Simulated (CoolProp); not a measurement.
Aqueous sodium chloride as a coolant, 10 % by mass, freezing at -6.6 °C, 1 atm.

Model: Melinder's fits for secondary coolants, in CoolProp.

| T (°C) | Prandtl number | cp (kJ/(kg K)) | viscosity (mPa s) | density (kg/m³) |
|---|---|---|---|---|
| -4.4 | 16.0 | 3.679 | 2.39 | (withheld) |
| 1.3 | 13.2 | 3.691 | 1.99 | 1076 |
| 6.9 | 11.0 | 3.701 | 1.68 | 1075 |
| 12.6 | 9.25 | 3.711 | 1.44 | 1073 |
| 18.2 | 7.91 | 3.720 | 1.25 | 1071 |
| 23.9 | 6.84 | 3.728 | 1.09 | (withheld) |
| 29.5 | 6.00 | (withheld) | 0.970 | (withheld) |
| 35.2 | 5.32 | 3.741 | 0.871 | 1064 |

Question: What belongs in the gaps?

Answer: 
- -4.4, density (kg/m³): 1078
- 23.9, density (kg/m³): 1069
- 29.5, cp (kJ/(kg K)): 3.735
- 29.5, density (kg/m³): 1067
